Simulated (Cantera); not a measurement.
Feed: 1 mol Si, a varied amount of N₂O, 150 mol N₂, held at 1802 °C and 41000 Pa.

Equilibrium computed with Cantera from the NASA thermochemical tables; the gas is ideal and each condensed phase is pure. Candidate condensed phases: Si, SiO₂, Si₂N₂O, Si₃N₄; 16 gas species. The tables' values for SiN are old estimates; treat these amounts as uncertain. The tables hold silica as quartz up to 1696 K and as liquid above; real silica turns to tridymite and cristobalite and melts near 1996 K. The numbers say what is thermodynamically allowed, not how fast it happens.

x: gas mole fraction; n: condensed amount in mol.

```
n(N₂O) (mol)   x N₂     x SiO      x O₂      x NO      x Si       x O   x Si₂N  n Si(l)  n SiO₂(l)
------------  -----  --------  --------  --------  --------  --------  -------  -------  ---------
0.28          0.998   0.00186    <1e-12  7.79e-12  0.000248    <1e-12  4.27e-5    0.663          0
0.33          0.997   0.00219    <1e-12  9.17e-12  0.000248    <1e-12  4.27e-5    0.613          0
0.4           0.997       ___    <1e-12       ___  0.000248    <1e-12  4.27e-5      ___          0
0.48          0.996   0.00318    <1e-12  1.33e-11  0.000248  1.06e-12  4.27e-5    0.463          0
0.57          0.996   0.00377    <1e-12  1.58e-11  0.000248  1.25e-12  4.27e-5    0.373          0
0.68          0.995       ___    <1e-12       ___  0.000248       ___  4.27e-5      ___          0
0.82          0.994   0.00541    <1e-12  2.26e-11  0.000248  1.80e-12  4.27e-5    0.123          0
0.97          0.993   0.00638    <1e-12  4.56e-11  0.000145  3.62e-12  1.46e-5        0          0
1.2           0.995   0.00527   6.41e-9   1.83e-6   2.98e-9   1.46e-7   <1e-12        0      0.199
1.4           0.996   0.00395   1.14e-8   2.45e-6   1.68e-9   1.94e-7   <1e-12        0      0.399
1.7           0.998   0.00198   4.54e-8   4.89e-6  4.21e-10   3.88e-7   <1e-12        0      0.699
2             1.000  0.000116   1.32e-5   8.33e-5  1.45e-12   6.60e-6   <1e-12        0      0.982
2.4           0.998   1.38e-5  0.000938  0.000703    <1e-12   5.58e-5   <1e-12        0      0.998
```

Problem. What belongs in the gaps?

Solution. 
- 0.68, x SiO: 0.00449
- 0.68, x NO: 1.88e-11
- 0.68, x O: 1.49e-12
- 0.68, n Si(l): 0.263
- 0.4, x SiO: 0.00265
- 0.4, x NO: 1.11e-11
- 0.4, n Si(l): 0.543
